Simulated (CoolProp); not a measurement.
A Linde-Hampson liquefier for dry air: isothermal reversible compression at 290 K from 1 atm to 40 MPa, throttling to 1 atm, return gas leaving the recuperator 2 K below the feed. Each further row changes one setting.

Model: reference Helmholtz-energy equation of state, Lemmon 2000, in CoolProp. It is a pseudo-pure fit of the blend.

```tsv
case	liquid yield per pass	compression work (kJ/kg of gas)
as stated	0.112	501
high pressure 80 MPa	0.081	582
warm-end temperature 320 K	0.082	557
warm-end gap 7 K	0.101	501
```
